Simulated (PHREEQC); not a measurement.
**Brine**

Solution (25 °C): 2.3 mol CaCl2, 0.51 mol KCl and 0.19 mol MgCl2 per kg of water. Closed to the air; pH follows from the charge balance.

Model: Pitzer model, pitzer.dat, run in PHREEQC.

The ionic strength is 7.98 mol/kgw. The activity of water is 0.789 and the density is 1.206 g/cm³. The osmotic coefficient comes out as 1.552.

| species | molality | activity | log γ |
|---|---|---|---|
| Cl- | 5.49 | 3.63 | -0.179 |
| Ca+2 | 2.30 | 7.53 | 0.515 |
| K+ | 0.510 | 0.416 | -0.088 |
| Mg+2 | 0.190 | 0.996 | 0.720 |
| H+ | 5.95e-7 | 4.04e-6 | 0.832 |
| MgOH+ | 4.71e-7 | 3.02e-7 | -0.193 |
| OH- | 1.25e-7 | 1.97e-9 | -1.800 |

Precipitation was switched off in this run. Species that the database lacks are ignored.
